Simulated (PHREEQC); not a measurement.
Make-up at 25 °C: 0.11 mol NiSO4, 0.0046 mol H3AsO4, 0.0016 mol HCl and 0.011 mol NaCl per kg of water. Closed to the air; pH follows from the charge balance.

Model: ion-association model, wateq4f.dat, run in PHREEQC.

Each row changes one thing in this solution. No solid was allowed to form.

```
case                               pH  ionic strength (mol/kgw)  Ni+2 (mol/kgw)  SO4-2 (mol/kgw)  NiSO4 (mol/kgw)  Cl- (mol/kgw)  SI of Morenosite (NiSO4:7H2O)  SI of Mirabilite (Na2SO4:10H2O)
-------------------------------  ----  ------------------------  --------------  ---------------  ---------------  -------------  -----------------------------  -------------------------------
as made                          2.79                     0.248          0.0598           0.0561           0.0495         0.0121                          -1.22                            -4.97
NaCl from 0.011 to 0.11 mol/kgw  2.77                     0.353          0.0621           0.0569           0.0427          0.106                          -1.28                            -3.05
HCl left out                     2.93                     0.247          0.0595           0.0566           0.0499         0.0105                          -1.22                            -4.97
diluted 10-fold with water       3.43                    0.0329         0.00789          0.00771          0.00310        0.00125                          -2.44                            -7.37
NiSO4 from 0.11 to 0.22 mol/kgw  2.90                     0.425           0.104           0.0995            0.115         0.0118                          -0.85                            -4.88
```

The database has no arsenate complexes of Ni.
